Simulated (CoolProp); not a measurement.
Vapour-liquid equilibrium of n-octane (1) + n-dodecane (2) at 0.0213 MPa; x and y are mole fractions of (1).

Values from CoolProp's multi-fluid Helmholtz-energy mixture model, Beckmüller 2019 and Lemmon 2004; pair parameters Bell 2016.

```json
[
 {"x": "0.05", "bubble temperature, mixture model (°C)": "148.0", "bubble temperature, Raoult's law (°C)": "146.1", "y, mixture model": "…", "y, Raoult's law": "0.406"},
 {"x": "0.15", "bubble temperature, mixture model (°C)": "129.8", "bubble temperature, Raoult's law (°C)": "127.0", "y, mixture model": "0.705", "y, Raoult's law": "0.740"},
 {"x": "0.25", "bubble temperature, mixture model (°C)": "…", "bubble temperature, Raoult's law (°C)": "114.5", "y, mixture model": "0.845", "y, Raoult's law": "0.863"},
 {"x": "0.35", "bubble temperature, mixture model (°C)": "107.5", "bubble temperature, Raoult's law (°C)": "105.6", "y, mixture model": "0.911", "y, Raoult's law": "0.920"},
 {"x": "0.45", "bubble temperature, mixture model (°C)": "100.2", "bubble temperature, Raoult's law (°C)": "98.8", "y, mixture model": "0.947", "y, Raoult's law": "0.951"},
 {"x": "0.55", "bubble temperature, mixture model (°C)": "94.3", "bubble temperature, Raoult's law (°C)": "93.3", "y, mixture model": "0.967", "y, Raoult's law": "0.969"},
 {"x": "0.65", "bubble temperature, mixture model (°C)": "89.4", "bubble temperature, Raoult's law (°C)": "88.8", "y, mixture model": "…", "y, Raoult's law": "0.981"},
 {"x": "0.75", "bubble temperature, mixture model (°C)": "…", "bubble temperature, Raoult's law (°C)": "85.0", "y, mixture model": "0.989", "y, Raoult's law": "0.989"},
 {"x": "0.85", "bubble temperature, mixture model (°C)": "…", "bubble temperature, Raoult's law (°C)": "81.8", "y, mixture model": "0.994", "y, Raoult's law": "0.994"},
 {"x": "0.95", "bubble temperature, mixture model (°C)": "78.9", "bubble temperature, Raoult's law (°C)": "78.9", "y, mixture model": "0.998", "y, Raoult's law": "0.998"}
]
```

Q: What belongs in the gaps?

A: 
- 0.05, y, mixture model: 0.360
- 0.25, bubble temperature, mixture model (°C): 117.0
- 0.65, y, mixture model: 0.980
- 0.75, bubble temperature, mixture model (°C): 85.4
- 0.85, bubble temperature, mixture model (°C): 81.9

The largest gap from Raoult's law is +2.8 K in bubble temperature, at x = 0.15. No azeotrope shows between x = 0.05 and 0.95.

The pair parameters rest on a limited set of measurements; away from them the model extrapolates.
